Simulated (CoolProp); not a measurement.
Oxygen along the isobar 3530 kPa: density (kg/m³) from the reference equation and from simpler models built on Tc = 154.6 K, pc = 5046 kPa, ω = 0.022; each cubic takes its own stable root.

Values from CoolProp's reference Helmholtz-energy equation of state, Schmidt 1985. Above 300 K oxygen's equation is extrapolated.

| T (K) | phase | reference |
|---|---|---|
| 91.2 | liquid | 1144 |
| 115.4 | liquid | 1015 |
| 139.6 | liquid | 830.0 |
| 163.8 | gas | 107.9 |
| 188 | gas | 83.72 |
| 212.2 | gas | 70.20 |
| 236.4 | gas | 61.05 |
| 260.5 | gas | 54.30 |
| 284.7 | gas | 49.02 |
| 308.9 | gas | 44.75 |
| 333.1 | gas | 41.22 |
| 357.3 | gas | 38.24 |

**Question.** How far does each simpler model (van der Waals, Soave-Redlich-Kwong, Peng-Robinson) lie from the reference over these 12 states: mean and median of the absolute difference, and the worst?

**Answer.** 
- van der Waals: mean 8.7 %, median 1.2 %, worst -32.7 % at 139.6 K and 3530 kPa
- Soave-Redlich-Kwong: mean 1.0 %, median 0.3 %, worst -8.2 % at 139.6 K and 3530 kPa
- Peng-Robinson: mean 3.4 %, median 1.6 %, worst +12.8 % at 91.2 K and 3530 kPa
